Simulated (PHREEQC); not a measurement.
Cooling-tower water

Model water analysis in mg/L, 20 °C, pH 6.52, pe 2.9: Na 427; K 589; Ca 33.1; Mg 46.4; Cl 447; S(6) as SO4 738; Alkalinity as HCO3 653; Sr 1.67; Mn(2) 1.1; B 0.0528; Fe(2) 1.53; Zn 0.452.

Valence states are taken as typed.

All values are PHREEQC results (ion-association model, phreeqc.dat), not measurements.

No solid was allowed to form.

### Question
Estimate the ionic strength, specific conductance, charge-balance error.

### Answer
ionic strength 0.0457 mol/kgw; specific conductance 3550 µS/cm; charge-balance error 0.8 %.

### Question
In which forms is Fe present?

### Answer
Fe+2 56 %, FeHCO3+ 29 %, FeSO4 14 %, FeCO3 0.8 % of the Fe.

The database's zinc carbonate complexes are estimates, stronger than later reviews accept.
